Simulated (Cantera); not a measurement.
Charge: 1 mol Si₂H₆, 0.77 mol HCl, 610 mol H₂, held at 0.00310 bar.

Method: chemical equilibrium by Gibbs-energy minimisation in Cantera with the NASA 1993 tables (ideal gas, pure condensed phases). Candidate condensed phases: Si; 19 gas species. The feed counts by its element totals alone. Gases not in the tables: Si₂H₆ and higher silanes. The numbers say what is thermodynamically allowed, not how fast it happens.

**Question.** Which condensed phases are stable at each of these points (T (K)): 1075, 1125, 1175, 1225, 1275, 1325, 1375, 1425, 1475, 1525, 1575, 1625, 1675, 1725?

**Answer.** 
```tsv
T (K)	condensed phases	Si condensed (%)
1075	Si(s)	99.9
1125	Si(s)	99.9
1175	Si(s)	99.9
1225	Si(s)	99.9
1275	Si(s)	99.9
1325	Si(s)	99.9
1375	Si(s)	99.8
1425	Si(s)	99.8
1475	Si(s)	99.7
1525	Si(s)	99.6
1575	Si(s)	99.1
1625	Si(s)	97.8
1675	Si(s)	94.7
1725	Si(l)	88.2
```

From 1075 K to 1675 K the condensed part is Si(s). At 1725 K the condensed part is Si(l).
